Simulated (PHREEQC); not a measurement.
H2SO4 is added in steps, without added water, to 1 kg of water holding 0.0013 mol NaOH, 0.00016 mol NaAlO2 and 0.00034 mol (CH3)4NCl, at 25 °C. Oxygen is held at 0.21 atm. The system is closed to CO2. The run lets Gibbsite, Basaluminite, Halite, Mirabilite precipitate or redissolve, and no other solid.

Base run: PHREEQC, ion-association model, wateq4f.dat. Each further column changes one thing. The table gives pH.

```tsv
H2SO4 added (mol)	base	Debye-Hückel limiting law	Davies equation for every ion	all activity coefficients set to 1	metal-ligand complexes left out
0	11.09	11.09	11.09	11.11	11.09
0.00012	11.00	11.00	11.00	11.02	11.00
0.00024	10.89	10.89	10.89	10.91	10.89
0.00036	10.74	10.74	10.74	10.76	10.74
0.00048	10.57	10.57	10.57	10.59	10.57
0.0006	10.28	10.28	10.28	10.31	10.28
0.00072	9.17	9.17	9.17	9.19	9.17
0.00088	4.27	4.28	4.27	4.26	4.16
0.001	4.18	4.19	4.18	4.17	4.07
0.00112	3.58	3.58	3.58	3.56	3.58
0.00124	3.33	3.33	3.33	3.31	3.33
0.00136	3.17	3.18	3.17	3.15	3.18
0.00148	3.06	3.06	3.06	3.04	3.06
0.0016	2.97	2.97	2.97	2.95	2.97
```

(CH3)4N+ isn't in the database: it is added as a free cation with an ion size of 4 Å.
